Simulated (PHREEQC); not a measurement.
Model water analysis in mg/L, 25 °C, pH 8.64, pe 9.3:

```json
[
 {"constituent": "Na", "mg/L": "2.4"},
 {"constituent": "K", "mg/L": "3.52"},
 {"constituent": "Ca", "mg/L": "11.4"},
 {"constituent": "Mg", "mg/L": "3.11"},
 {"constituent": "Cl", "mg/L": "26.2"},
 {"constituent": "S(6) as SO4", "mg/L": "3.29"},
 {"constituent": "Alkalinity as HCO3", "mg/L": "11.2"},
 {"constituent": "Li", "mg/L": "0.0518"},
 {"constituent": "O(0) (dissolved oxygen)", "mg/L": "0.00884"}
]
```

Valence states are taken as typed.

Model: ion-association model, phreeqc.dat, run in PHREEQC.

Precipitation was switched off in this run.

Question: Predict the specific conductance.

Answer: specific conductance 124 µS/cm.

Question: In which forms is C present?

Answer: HCO3- 96 %, CO3-2 2.2 %, CaCO3 0.8 % of the C.
